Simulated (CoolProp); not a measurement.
Hexamethyldisiloxane (MM) along the isobar 1 MPa: density (kg/m³) from the reference equation and from simpler models built on Tc = 518.7 K, pc = 1.931 MPa, ω = 0.418; each cubic takes its own stable root.

Model: reference Helmholtz-energy equation of state, Thol 2016, in CoolProp.

```tsv
T (K)	phase	reference
481.5	gas	59.37
491.4	gas	55.36
501.3	gas	52.23
511.2	gas	49.66
521.1	gas	47.48
531	gas	45.59
540.9	gas	43.92
550.8	gas	42.42
560.6	gas	41.08
570.5	gas	39.85
580.4	gas	38.71
590.3	gas	37.66
600.2	gas	36.69
610.1	gas	35.78
620	gas	34.93
```

Task: How far does each simpler model (Redlich-Kwong, Soave-Redlich-Kwong) lie from the reference over these 15 states: mean and median of the absolute difference, and the worst?

Result: 
- Redlich-Kwong: mean 1.5 %, median 0.9 %, worst -6.1 % at 481.5 K and 1 MPa
- Soave-Redlich-Kwong: mean 1.5 %, median 1.2 %, worst -3.0 % at 481.5 K and 1 MPa
